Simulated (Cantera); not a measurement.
An adiabatic, constant-pressure homogeneous reactor starts with CO : H₂ : O₂ : N₂ = 1 : 0.11 : 0.231 : 0.87 (molar parts), equivalence ratio 2.4, at 1375 K and 7500 Torr.

Detailed kinetics in Cantera: GRI-Mech 3.0 (53 species, 325 reactions). The hydrogen kinetics of GRI-Mech 3.0 are dated; newer H2 mechanisms differ, most at raised pressure.

Problem. Predict: time of steepest temperature rise; temperature at 0.200 s; equilibrium temperature; x(CO) at 0.200 s; x(H₂) at 0.200 s; x(O₂) at 0.200 s; x(N₂O) at 0.200 s; x(HO₂) at 0.200 s.

Solution. 
```json
{
  "time_of_steepest_temperature_rise": "5.69 µs",
  "temperature at 0.200 s": "2842 K",
  "equilibrium_temperature": "2842 K",
  "x(CO) at 0.200 s": "0.320 (gas-phase equilibrium 0.320)",
  "x(H₂) at 0.200 s": "0.0104 (gas-phase equilibrium 0.0104)",
  "x(O₂) at 0.200 s": "0.00107 (gas-phase equilibrium 0.00107)",
  "x(N₂O) at 0.200 s": "2.74e-7 (gas-phase equilibrium 2.74e-7)",
  "x(HO₂) at 0.200 s": "6.82e-7 (gas-phase equilibrium 6.82e-7)"
}
```
